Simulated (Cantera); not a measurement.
Feed: 1 mol MgCO₃, 0.83 mol H₂, 1 mol H₂O, equilibrated at 1 atm.

Equilibrium computed with Cantera from the NASA thermochemical tables; the gas is ideal and each condensed phase is pure. Candidate condensed phases: C, C₆H₆, C₇H₈, C₈H₁₈, H₂O, Mg, MgCO₃, MgO, Mg(OH)₂; 116 gas species. Kinetics and transport are ignored.

**Question.** At 1750 K, list the 6 most abundant gas species with their mole fractions, and the condensed phases.

**Answer.** H₂O 0.519, CO₂ 0.187, CO 0.166, H₂ 0.127, H 8.24e-5, OH 1.97e-5. Condensed: MgO(s).
